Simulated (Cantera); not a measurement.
## SiHCl3 + H2 + Cl2 (silicon epitaxy and polysilicon growth)

Feed: 1 mol SiHCl3, 370 mol H2, 0.046 mol Cl2, held at 9.90 mbar.

Equilibrium computed with Cantera from the NASA thermochemical tables; the gas is ideal and each condensed phase is pure. Candidate condensed phases: Si; 19 gas species. The tables' values for SiCl3, SiCl are old estimates; treat these amounts as uncertain. Gases not in the tables: Si2H6 and higher silanes. Rates play no part.

From 825 K to 1650 K the condensed part is Si(s). At 1725 K the condensed part is Si(l). The main Si-bearing gas is SiCl4 at 825 K and SiCl2 at 1725 K.

| T (K) | x H2 | x HCl | x H | x SiCl4 | x SiHCl3 | x SiCl2 | x Si | n Si(s) | n Si(l) |
|---|---|---|---|---|---|---|---|---|---|
| 825 | 0.996 | 0.00202 | 7.96e-11 | 0.00106 | 0.000650 | 4.53e-6 | <1e-12 | 0.346 | 0 |
| 900 | 0.995 | 0.00423 | 1.17e-9 | 0.000655 | 0.000437 | 2.44e-5 | <1e-12 | 0.568 | 0 |
| 975 | 0.993 | 0.00664 | 1.15e-8 | 0.000218 | 0.000186 | 7.17e-5 | <1e-12 | 0.808 | 0 |
| 1050 | 0.992 | 0.00776 | 8.12e-8 | 3.39e-5 | 4.50e-5 | 0.000113 | <1e-12 | 0.920 | 0 |
| 1125 | 0.992 | 0.00797 | 4.45e-7 | 4.42e-6 | 9.55e-6 | 0.000136 | 7.08e-12 | 0.941 | 0 |
| 1200 | 0.992 | 0.00799 | 1.98e-6 | 6.86e-7 | 2.32e-6 | 0.000152 | 1.40e-10 | 0.941 | 0 |
| 1275 | 0.992 | 0.00797 | 7.38e-6 | 1.31e-7 | 6.59e-7 | 0.000166 | 1.95e-9 | 0.937 | 0 |
| 1350 | 0.992 | 0.00795 | 2.39e-5 | 3.01e-8 | 2.15e-7 | 0.000179 | 2.01e-8 | 0.933 | 0 |
| 1425 | 0.992 | 0.00793 | 6.83e-5 | 8.10e-9 | 7.93e-8 | 0.000191 | 1.63e-7 | 0.928 | 0 |
| 1500 | 0.992 | 0.00790 | 0.000176 | 2.48e-9 | 3.23e-8 | 0.000202 | 1.06e-6 | 0.923 | 0 |
| 1575 | 0.991 | 0.00788 | 0.000416 | 8.54e-10 | 1.43e-8 | 0.000212 | 5.80e-6 | 0.916 | 0 |
| 1650 | 0.991 | 0.00785 | 0.000909 | 3.23e-10 | 6.85e-9 | 0.000221 | 2.71e-5 | 0.901 | 0 |
| 1725 | 0.990 | 0.00785 | 0.00186 | 1.26e-10 | 3.28e-9 | 0.000215 | 0.000103 | 0 | 0.865 |
x: gas mole fraction; n: condensed amount in mol.
